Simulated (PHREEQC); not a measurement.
Consider water at 78 °C with 0.011 mol/kgw HF, 3.9e-05 mol/kgw NH4F and 0.28 mol/kgw NH4Br. Closed to the air; pH follows from the charge balance.

Computed with PHREEQC (ion-association model, phreeqc.dat).

Q: The ionic strength comes out as 0.282 mol/kgw. What activity coefficients do Br-, H+, F-, NH4+, HF2- get?

A: Br- 0.64, H+ 0.77, F- 0.65, NH4+ 0.62, HF2- 0.71.

This is a speciation only: nothing precipitates in the calculation. Complexes and solids missing from the database can't appear. At this temperature some constants are extrapolated from 25 °C, and those without enthalpy data are left unchanged.
